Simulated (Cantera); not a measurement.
# Sublimation and decomposition of ceramics: SiO₂ + H₂

Feed: 1 mol SiO₂, 0.17 mol H₂, at 1998 K and 100000 Pa.

Equilibrium computed with Cantera from the NASA thermochemical tables; the gas is ideal and each condensed phase is pure. Candidate condensed phases: H₂O, Si, SiO₂; 18 gas species. The tables hold silica as quartz up to 1696 K and as liquid above; real silica turns to tridymite and cristobalite and melts near 1996 K. Rates play no part.

The x(H₂) is 0.982. The x(SiO) is 0.00828. The x(H₂O) is 0.00828, the x(H) is 0.00159 and the x(OH) is 1.33e-6. The n(SiO₂(l)) comes out as 0.999 mol, the gas amount comes out as 0.1716 mol and the log10 activity of Si(l) (absent) comes out as -3.17.
